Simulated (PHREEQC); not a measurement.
**Acid rinse or clean: an equilibrium model**

Solution (20 °C): 2.7e-05 mol/kgw H2SO4, 1.5e-05 mol/kgw AlCl3 and 4.7e-06 mol/kgw KCl. It is in equilibrium with CO2 at log p = -3.5 (atm). Otherwise closed; pH follows from the charge balance.

The numbers come from PHREEQC with the ion-association model, phreeqc.dat.

This is a speciation only: nothing precipitates in the calculation.

Task: What pH does the model give?

Result: pH 4.26.

Task: In which forms is Al present?

Result: Al+3 84 %, AlOH+2 10 %, AlSO4+ 5.4 %, Al(OH)2+ 0.9 % of the Al.

Complexes and solids missing from the database can't appear.
